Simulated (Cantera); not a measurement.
Feed: 1 mol SiC, 0.13 mol CO2, 15 mol H2, 0.0084 mol O2, held at 1402 °C and 0.100 bar.

Method: chemical equilibrium by Gibbs-energy minimisation in Cantera with the NASA 1993 tables (ideal gas, pure condensed phases). Candidate condensed phases: C, C6H6, C7H8, C8H18, H2O, Si, SiC, SiO2; 123 gas species. Kinetics and transport are ignored.

Task: What is the equilibrium state?

Result: 
```json
{
 "x(H2)": "0.982",
 "x(CO)": "0.0133",
 "x(SiO)": "0.00481",
 "x(H)": "0.000364",
 "x(CH4)": "1.19e-5",
 "x(H2O)": "7.11e-6",
 "x(SiH2)": "1.45e-6",
 "n(SiC(s))": "0.927 mol",
 "gas_amount": "15.28 mol",
 "log10 activity of Si(s) (absent)": "-0.88",
 "log10 activity of C(graphite) (absent)": "-0.99"
}
```
